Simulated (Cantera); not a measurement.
A Cantera script and what it prints.

```python
import numpy as np
import cantera as ct

gas_names = """
    H H2 N NH NH2 NH3 N2 N2H2 N2H4 Ni
""".split()
cond_names = """
    Ni(cr) Ni(L)
""".split()


# ... load() reads the species with a 1 bar reference pressure and builds the phases ...
atoms = {
    'Ni': {'Ni': 1},
    'NH3': {'N': 1, 'H': 3},
    'N2': {'N': 2},
}
top_T = {}  # K; cautious upper limits of use, not melting points


# ... equilibrate(T, P, feed) seeds the gas with the atoms and calls Mixture.equilibrate('TP', solver="vcs", rtol=1e-11, max_steps=5000) ...
results = []
feed = {'Ni': 1, 'NH3': 4.1, 'N2': 47}  # mol
P = 101325  # Pa
for T in [1323, 1398, 1473, 1548, 1623, 1698, 1773, 1848, 1923, 1998]:
    mix = equilibrate(T, P, feed)
    results.append((T, P, feed, dict(zip(mix.species_names, mix.species_moles))))

top = {s: max(r[3][s] / sum(r[3][g] for g in gas_names) for r in results) for s in gas_names}
cols = sorted((s for s in top if top[s] > 0.001), key=lambda s: -top[s])[:6]
seen = [c for c in cond_names if any(r[3].get(c, 0) > 1e-12 for r in results)]
print("log10 of partial pressures in bar; condensed amounts in mol")
print(f"{'T/K':>10s}" + "".join(f"{s[:9]:>10s}" for s in cols + seen))
for T, P, feed, n in results:
    ng = sum(n[g] for g in gas_names)
    print(f"{T:10.4g}" + "".join(f"{np.log10(max(n[s] / ng * P / 1e5, 1e-99)):10.3f}" for s in cols)
          + "".join(f"{n.get(c, 0):10.4g}" for c in seen))
```

Result:

```
log10 of partial pressures in bar; condensed amounts in mol
       T/K        N2        H2    Ni(cr)     Ni(L)
      1323    -0.046    -0.947         1         0
      1398    -0.046    -0.947         1         0
      1473    -0.046    -0.947         1         0
      1548    -0.046    -0.947         1         0
      1623    -0.046    -0.947         1         0
      1698    -0.046    -0.947    0.9999         0
      1773    -0.046    -0.948         0    0.9995
      1848    -0.046    -0.948         0    0.9986
      1923    -0.046    -0.948         0     0.996
      1998    -0.046    -0.949         0      0.99
```

These are equilibrium values from Cantera (NASA tables, ideal gas, pure condensed phases), not measurements of a reactor.
